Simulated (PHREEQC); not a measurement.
NaOH is added in steps, without added water, to 1 kg of water holding 0.0034 mol/kgw FeSO4, 0.0029 mol/kgw MgSO4, 0.087 mol/kgw HCl and 0.00022 mol/kgw Na2SO4, at 20 °C. The system is closed to oxygen. No CO2 enters from the air. Only these solids could form: Brucite, Halite, Mirabilite, Epsomite, Melanterite.

Base run: PHREEQC, ion-association model, wateq4f.dat. Each further column changes one thing. The table gives SO4-2 (mol/kgw).

```json
[
 {"NaOH added (mol)": "0", "base": "0.00161", "FeSO4 from 0.0034 to 0.0017 mol/kgw": "0.00118", "no solid may form": "0.00161"},
 {"NaOH added (mol)": "0.01087", "base": "0.00176", "FeSO4 from 0.0034 to 0.0017 mol/kgw": "0.00130", "no solid may form": "0.00176"},
 {"NaOH added (mol)": "0.01812", "base": "0.00189", "FeSO4 from 0.0034 to 0.0017 mol/kgw": "0.00139", "no solid may form": "0.00189"},
 {"NaOH added (mol)": "0.029", "base": "0.00210", "FeSO4 from 0.0034 to 0.0017 mol/kgw": "0.00155", "no solid may form": "0.00210"},
 {"NaOH added (mol)": "0.03988", "base": "0.00237", "FeSO4 from 0.0034 to 0.0017 mol/kgw": "0.00175", "no solid may form": "0.00237"},
 {"NaOH added (mol)": "0.04713", "base": "0.00259", "FeSO4 from 0.0034 to 0.0017 mol/kgw": "0.00191", "no solid may form": "0.00259"},
 {"NaOH added (mol)": "0.058", "base": "0.00300", "FeSO4 from 0.0034 to 0.0017 mol/kgw": "0.00222", "no solid may form": "0.00300"},
 {"NaOH added (mol)": "0.06888", "base": "0.00356", "FeSO4 from 0.0034 to 0.0017 mol/kgw": "0.00264", "no solid may form": "0.00356"},
 {"NaOH added (mol)": "0.07612", "base": "0.00404", "FeSO4 from 0.0034 to 0.0017 mol/kgw": "0.00301", "no solid may form": "0.00404"},
 {"NaOH added (mol)": "0.087", "base": "0.00503", "FeSO4 from 0.0034 to 0.0017 mol/kgw": "0.00379", "no solid may form": "0.00503"}
]
```
